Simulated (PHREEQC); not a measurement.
Make-up at 93 °C: 0.0012 mol CuSO4, 6.1e-05 mol H2SO4 and 0.00014 mol H3BO3 per kg of water. Closed to the air; pH follows from the charge balance.

All values are PHREEQC results (ion-association model, phreeqc.dat), not measurements.

### Question
The ionic strength comes out as 0.00422 mol/kgw. What activity coefficients do SO4-2, Cu+2, HSO4-, Cu2(OH)2+2, H+ get?

### Answer
SO4-2 0.73, Cu+2 0.73, HSO4- 0.92, Cu2(OH)2+2 0.72, H+ 0.93.

No solid was allowed to form. Away from 25 °C the constants follow the database's enthalpies or fits; those with neither stay at their 25 °C values.
